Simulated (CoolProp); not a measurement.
Vapour-liquid equilibrium of propylene (1) + dimethyl ether (2) at 6.33 bar; x and y are mole fractions of (1).

Computed with CoolProp (multi-fluid Helmholtz-energy mixture model, Lemmon 2013 and Wu 2011; pair parameters Bell 2016).

```json
[
 {"x": "0.05", "bubble temperature, mixture model (°C)": "25.4", "bubble temperature, Raoult's law (°C)": "25.8", "y, mixture model": "0.097", "y, Raoult's law": "0.093"},
 {"x": "0.15", "bubble temperature, mixture model (°C)": "21.5", "bubble temperature, Raoult's law (°C)": "22.7", "y, mixture model": "0.265", "y, Raoult's law": "0.258"},
 {"x": "0.25", "bubble temperature, mixture model (°C)": "18.2", "bubble temperature, Raoult's law (°C)": "19.8", "y, mixture model": "0.402", "y, Raoult's law": "0.400"},
 {"x": "0.35", "bubble temperature, mixture model (°C)": "15.3", "bubble temperature, Raoult's law (°C)": "17.1", "y, mixture model": "0.515", "y, Raoult's law": "0.521"},
 {"x": "0.45", "bubble temperature, mixture model (°C)": "12.7", "bubble temperature, Raoult's law (°C)": "14.5", "y, mixture model": "0.612", "y, Raoult's law": "0.626"},
 {"x": "0.55", "bubble temperature, mixture model (°C)": "10.4", "bubble temperature, Raoult's law (°C)": "12.1", "y, mixture model": "0.695", "y, Raoult's law": "0.716"},
 {"x": "0.65", "bubble temperature, mixture model (°C)": "8.4", "bubble temperature, Raoult's law (°C)": "9.8", "y, mixture model": "0.770", "y, Raoult's law": "0.795"},
 {"x": "0.75", "bubble temperature, mixture model (°C)": "6.6", "bubble temperature, Raoult's law (°C)": "7.6", "y, mixture model": "0.838", "y, Raoult's law": "0.864"},
 {"x": "0.85", "bubble temperature, mixture model (°C)": "5.0", "bubble temperature, Raoult's law (°C)": "5.6", "y, mixture model": "0.904", "y, Raoult's law": "0.923"},
 {"x": "0.95", "bubble temperature, mixture model (°C)": "3.4", "bubble temperature, Raoult's law (°C)": "3.7", "y, mixture model": "0.968", "y, Raoult's law": "0.976"}
]
```

The largest gap from Raoult's law is -1.8 K in bubble temperature, at x = 0.45. No azeotrope shows between x = 0.05 and 0.95.

Pair parameters are fitted to limited data, so mixtures are less certain than the pure fluids.
